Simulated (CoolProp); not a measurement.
n-perfluorohexane at several states: fugacity coefficient from the reference equation and from simpler models built on Tc = 174.9 °C, pc = 1.742 MPa, ω = 0.497; each cubic takes its own stable root.

Model: reference Helmholtz-energy equation of state, Gao 2022, in CoolProp.

```json
[
 {"T (°C)": "42.75", "p (MPa)": "1.3", "phase": "liquid", "reference": "0.04929", "van der Waals": "0.2737", "Redlich-Kwong": "0.1277"},
 {"T (°C)": "51.95", "p (MPa)": "1.87", "phase": "liquid", "reference": "0.04940", "van der Waals": "0.2323", "Redlich-Kwong": "0.1162"},
 {"T (°C)": "29.25", "p (MPa)": "0.0125", "phase": "gas", "reference": "0.9902", "van der Waals": "0.9947", "Redlich-Kwong": "0.9927"}
]
```
